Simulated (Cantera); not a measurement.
An isothermal, constant-pressure homogeneous reactor starts with NO : N₂ = 1 : 7.3 (molar parts), at 1525 K and 1.18 atm. Integrator tolerance rtol = 1e-08.

Detailed kinetics in Cantera: GRI-Mech 3.0 (53 species, 325 reactions).

Question: What does this change do: N2 7.3 to 1.1 parts?

Answer: 
| quantity | before | after |
|---|---|---|
| x(NO) at 80.0 s | 0.0927 (gas-phase equilibrium 0.000808) | 0.218 (gas-phase equilibrium 0.00145) |
| x(NO₂) at 80.0 s | 0.000131 (gas-phase equilibrium 2.34e-6) | 0.000927 (gas-phase equilibrium 8.36e-6) |
| x(N₂O) at 80.0 s | 3.01e-6 (gas-phase equilibrium 5.88e-8) | 1.63e-5 (gas-phase equilibrium 9.50e-8) |
| x(O) at 80.0 s | 6.26e-7 (gas-phase equilibrium 1.27e-6) | 1.88e-6 (gas-phase equilibrium 2.53e-6) |
| x(N₂) at 80.0 s | 0.893 (gas-phase equilibrium 0.939) | 0.653 (gas-phase equilibrium 0.761) |
| x(O₂) at 80.0 s | 0.0138 (gas-phase equilibrium 0.0598) | 0.128 (gas-phase equilibrium 0.237) |

Question: What does this change do: NO 1 to 0.25 parts?

Answer: 
```tsv
quantity	before	after
x(NO) at 80.0 s	0.0927 (gas-phase equilibrium 0.000808)	0.0306 (gas-phase equilibrium 0.000432)
x(NO₂) at 80.0 s	0.000131 (gas-phase equilibrium 2.34e-6)	1.37e-5 (gas-phase equilibrium 6.54e-7)
x(N₂O) at 80.0 s	3.01e-6 (gas-phase equilibrium 5.88e-8)	3.35e-7 (gas-phase equilibrium 3.22e-8)
x(O) at 80.0 s	6.26e-7 (gas-phase equilibrium 1.27e-6)	1.98e-7 (gas-phase equilibrium 6.65e-7)
x(N₂) at 80.0 s	0.893 (gas-phase equilibrium 0.939)	0.968 (gas-phase equilibrium 0.983)
x(O₂) at 80.0 s	0.0138 (gas-phase equilibrium 0.0598)	0.00125 (gas-phase equilibrium 0.0163)
```

Question: What does this change do: N2 7.3 to 3.9 parts?

Answer: 
| quantity | before | after |
|---|---|---|
| x(NO) at 80.0 s | 0.0927 (gas-phase equilibrium 0.000808) | 0.135 (gas-phase equilibrium 0.00103) |
| x(NO₂) at 80.0 s | 0.000131 (gas-phase equilibrium 2.34e-6) | 0.000298 (gas-phase equilibrium 3.88e-6) |
| x(N₂O) at 80.0 s | 3.01e-6 (gas-phase equilibrium 5.88e-8) | 6.36e-6 (gas-phase equilibrium 7.32e-8) |
| x(O) at 80.0 s | 6.26e-7 (gas-phase equilibrium 1.27e-6) | 9.76e-7 (gas-phase equilibrium 1.66e-6) |
| x(N₂) at 80.0 s | 0.893 (gas-phase equilibrium 0.939) | 0.830 (gas-phase equilibrium 0.897) |
| x(O₂) at 80.0 s | 0.0138 (gas-phase equilibrium 0.0598) | 0.0341 (gas-phase equilibrium 0.102) |
